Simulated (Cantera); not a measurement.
Cantera with NASA thermochemical tables; ideal gases at 1 bar, condensed phases pure. Values are per mole of reaction as written; species without (g) are pure solids or liquids, kept so even where they would boil at 1 bar. TaC: taken at fixed stoichiometry.

**Question.** Between 1398 and 2598 K, where is each reaction favourable under standard conditions?
- 4 TaC + 6 CH3(g) + 8 CO(g) = 4 TaO2(g) + 9 C2H2(g)
- 5 C2H5OH(g) + C2H2(g) + 2 Ta = Ta2O5 + 4 C3H8(g)

**Answer.** 
- 4 TaC + 6 CH3(g) + 8 CO(g) = 4 TaO2(g) + 9 C2H2(g): ΔG° is 1810 kJ at 1398 K and 1787 kJ at 2598 K; it stays positive (K < 1). ΔH° is 1828 kJ and ΔS° 16 J/K at 2598 K.
- 5 C2H5OH(g) + C2H2(g) + 2 Ta = Ta2O5 + 4 C3H8(g): ΔG° is -897 kJ at 1398 K and -452 kJ at 2598 K; it stays negative (K > 1). ΔH° is -1276 kJ and ΔS° -317 J/K at 2598 K.
